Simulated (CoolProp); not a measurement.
Aqueous magnesium chloride as a coolant, at -13 °C, 1 atm.

Computed with CoolProp (Melinder's fits for secondary coolants).

| mass % | freezing point (°C) | cp (kJ/(kg K)) | viscosity (mPa s) | conductivity (W/(m K)) | Prandtl number |
|---|---|---|---|---|---|
| 13.7 | -14.3 | 3.336 | 5.55 | 0.508 | 36.5 |
| 16.1 | -19.1 | 3.208 | 6.01 | 0.502 | 38.4 |
| 18.5 | -24.6 | 3.088 | 6.78 | 0.497 | 42.1 |
| 20.8 | -31.2 | 2.983 | 9.08 | 0.490 | 55.4 |
| 23.2 | -40.5 | 2.884 | 19.5 | 0.478 | 118 |
| 25.5 | -53.4 | 2.799 | 93.7 | 0.458 | 573 |
| 27.9 | -73.7 | 2.721 | 2150 | 0.425 | 13800 |
